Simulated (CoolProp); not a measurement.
Carbon dioxide along the isotherm 325.5 K: density (kg/m³) from the reference equation and from simpler models built on Tc = 304.1 K, pc = 73.77 bar, ω = 0.224; each cubic takes its own stable root.

Values from CoolProp's reference Helmholtz-energy equation of state, Span 1996.

| p (bar) | phase | reference |
|---|---|---|
| 6.92 | gas | 11.55 |
| 13.8 | gas | 23.69 |
| 20.7 | gas | 36.61 |
| 27.7 | gas | 50.60 |
| 34.6 | gas | 65.41 |
| 41.5 | gas | 81.42 |
| 48.4 | gas | 98.89 |
| 55.3 | gas | 118.2 |
| 62.2 | gas | 139.7 |
| 69.2 | gas | 164.5 |
| 76.1 | supercritical | 192.9 |
| 83 | supercritical | 226.9 |
| 89.9 | supercritical | 268.8 |
| 96.8 | supercritical | 322.3 |
| 104 | supercritical | 392.9 |
| 111 | supercritical | 467.9 |

Question: How far does each simpler model (ideal gas, van der Waals, Redlich-Kwong) lie from the reference over these 16 states: mean and median of the absolute difference, and the worst?

Answer: 
- ideal gas: mean 28.3 %, median 25.8 %, worst -61.4 % at 325.5 K and 111 bar
- van der Waals: mean 2.7 %, median 1.0 %, worst +13.7 % at 325.5 K and 96.8 bar
- Redlich-Kwong: mean 1.2 %, median 0.7 %, worst +3.6 % at 325.5 K and 96.8 bar
